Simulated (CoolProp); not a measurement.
c-C4F8 (RC318) along the isobar 4780 kPa: Z from the reference equation and from simpler models built on Tc = 388.4 K, pc = 2778 kPa, ω = 0.355; each cubic takes its own stable root.

Computed with CoolProp (reference Helmholtz-energy equation of state, Platzer 1990). This equation is an older, rougher fit; its heat capacities, sound speeds and derivatives of the liquid may be far off and weren't checked against measurements.

```json
[
 {"T (K)": "358.5", "phase": "liquid", "reference": "0.2529"},
 {"T (K)": "364.1", "phase": "liquid", "reference": "0.2552"},
 {"T (K)": "369.6", "phase": "liquid", "reference": "0.2581"},
 {"T (K)": "375.2", "phase": "liquid", "reference": "0.2620"},
 {"T (K)": "380.7", "phase": "liquid", "reference": "0.2668"},
 {"T (K)": "386.3", "phase": "liquid", "reference": "0.2732"},
 {"T (K)": "391.8", "phase": "supercritical", "reference": "0.2814"},
 {"T (K)": "397.4", "phase": "supercritical", "reference": "0.2928"},
 {"T (K)": "403", "phase": "supercritical", "reference": "0.3086"},
 {"T (K)": "408.5", "phase": "supercritical", "reference": "0.3307"},
 {"T (K)": "414.1", "phase": "supercritical", "reference": "0.3624"},
 {"T (K)": "419.6", "phase": "supercritical", "reference": "0.4027"},
 {"T (K)": "425.2", "phase": "supercritical", "reference": "0.4486"}
]
```

Task: How far does each simpler model (Soave-Redlich-Kwong, Peng-Robinson) lie from the reference over these 13 states: mean and median of the absolute difference, and the worst?

Result: 
- Soave-Redlich-Kwong: mean 13.1 %, median 13.4 %, worst +16.5 % at 408.5 K and 4780 kPa
- Peng-Robinson: mean 3.7 %, median 3.5 %, worst +7.2 % at 408.5 K and 4780 kPa
